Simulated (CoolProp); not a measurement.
Values from CoolProp's reference Helmholtz-energy equation of state, Lemmon 2006. It is a short technical equation, of lower accuracy than the large ones.

Q: For CH3F (R41), give the phase and the density (kg/m³), cv (kJ/(kg K)), speed of sound (m/s), Joule-Thomson coefficient (K/MPa) at 270.5 K and 3.69 MPa; 270.5 K and 11.1 MPa; 270.5 K and 40.6 MPa.

A: 
- 270.5 K and 3.69 MPa: liquid; density 697, cv 1.20, speed of sound 651, Joule-Thomson coefficient 0.175
- 270.5 K and 11.1 MPa: liquid; density 727, cv 1.19, speed of sound 750, Joule-Thomson coefficient -0.00107
- 270.5 K and 40.6 MPa: liquid; density 796, cv 1.19, speed of sound 991, Joule-Thomson coefficient -0.242
